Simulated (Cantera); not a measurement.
A closed system holds: 1 mol B, 0.17 mol NH3, equilibrated at 1950 °C and 100 Torr.

Equilibrium computed with Cantera from the NASA thermochemical tables; the gas is ideal and each condensed phase is pure. Candidate condensed phases: B, BN; 15 gas species. Mutual solubility and eutectic melting of coexisting phases are not modelled. The tables' values for BH2 are old estimates; treat these amounts as uncertain. Gases not in the tables: B2H6 and higher boranes. The numbers say what is thermodynamically allowed, not how fast it happens.

Base state: H2 0.964, N2 0.0176, H 0.0172, BH2 0.00142, B 2.80e-5, BH3 2.07e-5, BH 1.10e-5 (mole fractions); condensed: B(s) + BN(s).

### Question
What changes in the equilibrium state with this change: pressure from 100 Torr to 368 Torr?

### Answer
```tsv
species	before	after
H2	0.964	0.985
H	0.0172	0.00908
N2	0.0176	0.00479
BH2	0.00142	0.00145
B	2.80e-5	7.63e-6
BH3	2.07e-5	4.11e-5
BH	1.10e-5	5.80e-6
B(s), mol	0.839	0.832
BN(s), mol	0.161	0.168
```

### Question
What changes in the equilibrium state with this change: temperature from 1950 °C to 2052 °C?

### Answer
```json
[
 {"species": "H2", "before": "0.964", "after": "0.912"},
 {"species": "N2", "before": "0.0176", "after": "0.0570"},
 {"species": "H", "before": "0.0172", "after": "0.0288"},
 {"species": "BH2", "before": "0.00142", "after": "0.00211"},
 {"species": "B", "before": "2.80e-5", "after": "0.000104"},
 {"species": "BH", "before": "1.10e-5", "after": "2.96e-5"},
 {"species": "B(s), mol", "before": "0.839", "after": "0.861"},
 {"species": "BN(s), mol", "before": "0.161", "after": "0.139"}
]
```
